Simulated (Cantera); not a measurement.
A freely propagating, adiabatic, planar premixed flame of 10.0 % CH4, 15.4 % O2, 69.3 % N2, 4.11 % H2O, 1.10 % H2, equivalence ratio 1.3, unburnt at 698 K and 0.622 atm; mixture-averaged transport, grid criteria slope 0.08 and curve 0.16, no radiation.

Model: GRI-Mech 3.0 (53 species, 325 reactions), integrated in Cantera. Burning velocities carry a grid error of a few per cent, more on coarse grids.

Q: Predict: laminar burning velocity; thermal thickness; peak x(CH3); peak x(CO); peak x(C2H6).

A: 
| Item | Value |
|---|---|
| laminar burning velocity | 105 cm/s |
| thermal thickness | 0.682 mm |
| peak x(CH3) | 0.00370 |
| peak x(CO) | 0.0625 |
| peak x(C2H6) | 0.00154 |
